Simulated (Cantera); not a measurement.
Input: 1 mol Si(CH3)4, 2.8 mol CH4, 1.8 mol H2, at 1873.15 K and 710 Pa.

Equilibrium computed with Cantera from the NASA thermochemical tables; the gas is ideal and each condensed phase is pure. Candidate condensed phases: C, C6H6, C7H8, C8H18, Si, SiC; 87 gas species. Rates play no part.

Base state: H2 0.992, H 0.00764, C2H2 (acetylene) 0.000310, Si 4.13e-5 (mole fractions); condensed: C(graphite) + SiC(s).

Question: What changes in the equilibrium state with this change: 0.0071 mol O2 added?

Answer: 
```
species             before     after
----------------  --------  --------
H2                   0.992     0.991
H                  0.00764   0.00763
CO                       0   0.00105
Si                 4.13e-5   4.13e-5
C2H2 (acetylene)  0.000310  0.000310
C(graphite), mol      5.79      5.78
SiC(s), mol          0.999     0.999
```
Further candidate phases: H2O, SiO2.

Question: What changes in the equilibrium state with this change: pressure from 710 Pa to 7300 Pa?

Answer: 
| species | before | after |
|---|---|---|
| H2 | 0.992 | 0.997 |
| H | 0.00764 | 0.00239 |
| C2H2 (acetylene) | 0.000310 | 0.000312 |
| CH4 | 4.26e-6 | 4.42e-5 |
| Si | 4.13e-5 | 4.02e-6 |
| C(graphite), mol | 5.79 | 5.79 |
| SiC(s), mol | 0.999 | 1.000 |
